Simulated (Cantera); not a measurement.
# Hydrocarbon pyrolysis for carbon deposition

A perfectly stirred reactor is fed with 2.44 % CH4, 97.6 % N2, at 0.987 atm; it is held at 1650 K, and followed from long to short residence time.

Model: GRI-Mech 3.0 (53 species, 325 reactions), integrated in Cantera. GRI-Mech 3.0 stops at C3 and has no aromatics, soot or wall deposition, so with more carbon than oxygen in the feed, carbon stays in small species such as C2H2 where larger ones or solid carbon would form.

```csv
τ (s),x CH4,x H2,x C2H6,x C2H,x C2H4
1.5,0.00343,0.0306,1.44e-6,2.13e-8,3.58e-5
0.35,0.00666,0.0258,5.52e-6,1.80e-8,6.87e-5
0.083,0.0116,0.0184,1.83e-5,1.32e-8,0.000190
0.020,0.0171,0.00991,4.68e-5,7.49e-9,0.000466
0.0046,0.0217,0.00300,7.46e-5,1.99e-9,0.000542
0.0011,0.0240,0.000320,2.93e-5,9.87e-11,8.73e-5
0.00026,0.0243,3.14e-5,2.28e-6,1.08e-12,2.45e-6
```
x: mole fraction; the columns are a selection and need not sum to one.
